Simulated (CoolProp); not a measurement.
A Linde-Hampson liquefier for CF4 (R14): isothermal reversible compression at 250 K from 1 atm to 20 MPa, throttling to 1 atm, return gas leaving the recuperator 5 K below the feed. Each further row changes one setting.

The numbers come from the reference Helmholtz-energy equation of state, Platzer 1990 in CoolProp. This equation is an older, rougher fit; its heat capacities, sound speeds and derivatives of the liquid may be far off and weren't checked against measurements.

```csv
case,liquid yield per pass,compression work (kJ/kg of gas)
as stated,(withheld),100
high pressure 40 MPa,(withheld),(withheld)
warm-end temperature 280 K,(withheld),(withheld)
warm-end gap 10 K,(withheld),100
```

### Question
What belongs in the gaps?

### Answer

- as stated, liquid yield per pass: 0.425
- high pressure 40 MPa, liquid yield per pass: 0.418
- high pressure 40 MPa, compression work (kJ/kg of gas): 116
- warm-end temperature 280 K, liquid yield per pass: 0.320
- warm-end temperature 280 K, compression work (kJ/kg of gas): 121
- warm-end gap 10 K, liquid yield per pass: 0.416
